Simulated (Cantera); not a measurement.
**Diamond growth**

A diamond (100) surface in a fixed gas of H2 with x(CH4) = 0.03, x(CH3) = 3.8e-05, at 1223 K, 51.0 Torr; coverages are run to steady state.

Computed with Cantera and the Harris–Goodwin 1993 mechanism for the reconstructed diamond (100) surface.

```csv
x(H),growth (µm/h),θ c6HH,θ c6H*,θ c6*H,θ c6**,θ c6HM
0.0001,0.0372,0.623,0.0280,0.343,0.00501,0.000283
0.00021,0.0885,0.541,0.0338,0.414,0.0103,0.000372
0.00044,0.173,0.486,0.0374,0.458,0.0171,0.000448
0.00091,0.296,0.455,0.0393,0.481,0.0236,0.000496
0.0019,0.486,0.438,0.0402,0.492,0.0285,0.000507
0.004,0.788,0.429,0.0407,0.497,0.0316,0.000472
0.0083,1.21,0.425,0.0409,0.500,0.0332,0.000393
0.017,1.72,0.423,0.0412,0.501,0.0341,0.000288
0.036,2.22,0.422,0.0415,0.501,0.0346,0.000182
```
θ: site fractions in the mechanism's names (c6HH fully hydrogenated, c6H* and c6*H radical sites, c6** diradical, c6HM methylated).
